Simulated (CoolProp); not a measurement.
A simple Rankine cycle with R142b: condensing at 326.15 K, boiler at 1.9 MPa, turbine inlet 370.7 K, turbine efficiency 0.6, pump efficiency 0.6, no recuperator. Each further row changes one setting.

Values from CoolProp's reference Helmholtz-energy equation of state, Lemmon 2006. It is a short technical equation, of lower accuracy than the large ones.

```csv
case,thermal efficiency (%),net work (kJ/kg),heat in (kJ/kg),turbine exit temperature (K),volume ratio over the turbine
as stated,5.4,10.9,203,336.2,2.88
turbine inlet 390.7 K,5.5,12.6,229,359.8,2.76
condensing temperature 318.15 K,6.4,13.6,214,330.4,3.57
boiler pressure 1.33 MPa,3.7,7.95,216,352.4,1.87
turbine efficiency 0.5,4.3,8.77,203,338.3,2.91
```
